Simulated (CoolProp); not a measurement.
Nitrous oxide along the isotherm 214.3 K: Z from the reference equation and from simpler models built on Tc = 309.5 K, pc = 7.245 MPa, ω = 0.161; each cubic takes its own stable root.

Computed with CoolProp (reference Helmholtz-energy equation of state, Lemmon 2006). It is a short technical equation, of lower accuracy than the large ones.

```
p (MPa)   phase  reference
-------  ------  ---------
0.0344      gas     0.9948
0.058       gas     0.9912
0.0979      gas     0.9850
0.165       gas     0.9744
0.279       gas     0.9554
0.47     liquid    0.01019
0.794    liquid    0.01721
1.34     liquid    0.02901
2.26     liquid    0.04885
3.82     liquid    0.08233
6.44     liquid     0.1382
10.9     liquid     0.2322
```

**Question.** How far does each simpler model (van der Waals, Redlich-Kwong, Peng-Robinson) lie from the reference over these 12 states: mean and median of the absolute difference, and the worst?

**Answer.** 
- van der Waals: mean 1461.5 %, median 56.5 %, worst +9247.4 % at 214.3 K and 0.47 MPa
- Redlich-Kwong: mean 761.3 %, median 9.2 %, worst +9075.7 % at 214.3 K and 0.47 MPa
- Peng-Robinson: mean 2.9 %, median 4.7 %, worst -5.1 % at 214.3 K and 10.9 MPa

At some of these states van der Waals, Redlich-Kwong gives the other phase, because its saturation line lies elsewhere.
